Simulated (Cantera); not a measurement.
## CuO + HF (oxide etching and cleaning by halides)

Feed: 1 mol CuO, 33 mol HF.

Method: chemical equilibrium by Gibbs-energy minimisation in Cantera with the NASA 1993 tables (ideal gas, pure condensed phases). Candidate condensed phases: Cu, CuF2, CuO, Cu(OH)2, Cu2O, H2O; 27 gas species. Mutual solubility and eutectic melting of coexisting phases are not modelled. Rates play no part.

### Question
Map the stable condensed phases over T = 1148, 1223, 1298, 1373, 1448, 1523, 1598, 1673, 1748, 1823 K and P in Pa = 1, 3.2, 10, 32, 100, 320, 1000, 3200, 10000, 32000, 100000.

### Answer
```
T in K \ P in Pa
              1    3.2     10     32    100    320   1000   3200  10000  32000 100000
   1823       A      A      A      A      A      A      A      A      A      A      A
   1748       A      A      A      A      A      A      A      A      A      A      A
   1673       A      A      A      A      A      A      A      A      A      A      A
   1598       A      A      A      A      A      A      A      A      A      A      B
   1523       A      A      A      A      A      A      A      A      B      B      B
   1448       A      A      A      A      A      A      A      B      B      B      B
   1373       A      A      A      A      A      B      B      B      B      B      B
   1298       A      A      A      A      B      B      B      B      B      B      B
   1223       A      B      B      B      B      B      B      B      B      B      B
   1148       B      B      B      B      B      B      B      B      B      B      C
```
A: gas only; B: Cu2O; C: CuF2 + Cu2O.
